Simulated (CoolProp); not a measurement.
Carbon monoxide along the isotherm 218.3 K: Z from the reference equation and from simpler models built on Tc = 132.9 K, pc = 3498 kPa, ω = 0.050; each cubic takes its own stable root.

Model: reference Helmholtz-energy equation of state, Lemmon 2006, in CoolProp. It is a short technical equation, of lower accuracy than the large ones.

```tsv
p (kPa)	phase	reference	Soave-Redlich-Kwong	Peng-Robinson
795	gas	0.9853	0.9867	0.9818
1590	gas	0.9712	0.9740	0.9646
2390	gas	0.9576	0.9619	0.9482
3180	gas	0.9449	0.9507	0.9330
3980	supercritical	0.9328	0.9402	0.9188
4770	supercritical	0.9217	0.9308	0.9059
5570	supercritical	0.9113	0.9222	0.8942
6360	supercritical	0.9020	0.9147	0.8839
7160	supercritical	0.8936	0.9083	0.8749
7950	supercritical	0.8864	0.9031	0.8673
8750	supercritical	0.8804	0.8990	0.8610
```
